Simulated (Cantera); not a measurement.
**Stirred combustor or abatement burner**

A perfectly stirred reactor is fed with C₃H₈ : O₂ : N₂ = 1 : 12.2 : 45.9 (molar parts), at 1.01 bar; it is adiabatic with a 400 K inlet, and is followed from long to short residence time, starting on the burning branch (τ in s: 0.25, 0.12, 0.06, 0.029, 0.014, 0.0069, 0.0034, 0.0016, 0.0008, 0.00039, 0.00019, 9.2e-05, 4.5e-05).

Computed with Cantera and GRI-Mech 3.0 (53 species, 325 reactions). GRI-Mech 3.0 was tuned for natural gas; its chemistry of propane as a main component is partial and can be far from experiment.

```json
[
 {"τ (s)": "0.25", "T (K)": "1402", "x C₃H₈": "2.57e-6", "x O₂": "0.120", "x H₂": "1.52e-5", "x C₂H": "3.21e-11", "x CH₂O": "1.11e-6"},
 {"τ (s)": "0.12", "T (K)": "1400", "x C₃H₈": "4.10e-6", "x O₂": "0.120", "x H₂": "2.55e-5", "x C₂H": "4.75e-11", "x CH₂O": "1.86e-6"},
 {"τ (s)": "0.060", "T (K)": "1396", "x C₃H₈": "6.37e-6", "x O₂": "0.120", "x H₂": "4.17e-5", "x C₂H": "6.72e-11", "x CH₂O": "3.06e-6"},
 {"τ (s)": "0.029", "T (K)": "1391", "x C₃H₈": "1.01e-5", "x O₂": "0.120", "x H₂": "7.01e-5", "x C₂H": "9.41e-11", "x CH₂O": "5.19e-6"},
 {"τ (s)": "0.014", "T (K)": "1381", "x C₃H₈": "1.63e-5", "x O₂": "0.121", "x H₂": "0.000119", "x C₂H": "1.28e-10", "x CH₂O": "8.94e-6"},
 {"τ (s)": "0.0069", "T (K)": "1365", "x C₃H₈": "2.71e-5", "x O₂": "0.122", "x H₂": "0.000201", "x C₂H": "1.66e-10", "x CH₂O": "1.56e-5"},
 {"τ (s)": "0.0034", "T (K)": "1336", "x C₃H₈": "5.02e-5", "x O₂": "0.123", "x H₂": "0.000362", "x C₂H": "2.06e-10", "x CH₂O": "2.97e-5"},
 {"τ (s)": "0.0016", "T (K)": "400", "x C₃H₈": "0.0169", "x O₂": "0.206", "x H₂": "<1e-12", "x C₂H": "<1e-12", "x CH₂O": "<1e-12"},
 {"τ (s)": "0.00080", "T (K)": "400", "x C₃H₈": "0.0169", "x O₂": "0.206", "x H₂": "<1e-12", "x C₂H": "<1e-12", "x CH₂O": "<1e-12"},
 {"τ (s)": "0.00039", "T (K)": "400", "x C₃H₈": "0.0169", "x O₂": "0.206", "x H₂": "<1e-12", "x C₂H": "<1e-12", "x CH₂O": "<1e-12"},
 {"τ (s)": "0.00019", "T (K)": "400", "x C₃H₈": "0.0169", "x O₂": "0.206", "x H₂": "<1e-12", "x C₂H": "<1e-12", "x CH₂O": "<1e-12"},
 {"τ (s)": "9.2e-5", "T (K)": "400", "x C₃H₈": "0.0169", "x O₂": "0.206", "x H₂": "<1e-12", "x C₂H": "<1e-12", "x CH₂O": "<1e-12"},
 {"τ (s)": "4.5e-5", "T (K)": "400", "x C₃H₈": "0.0169", "x O₂": "0.206", "x H₂": "<1e-12", "x C₂H": "<1e-12", "x CH₂O": "<1e-12"}
]
```
x: mole fraction; the columns are a selection and need not sum to one.
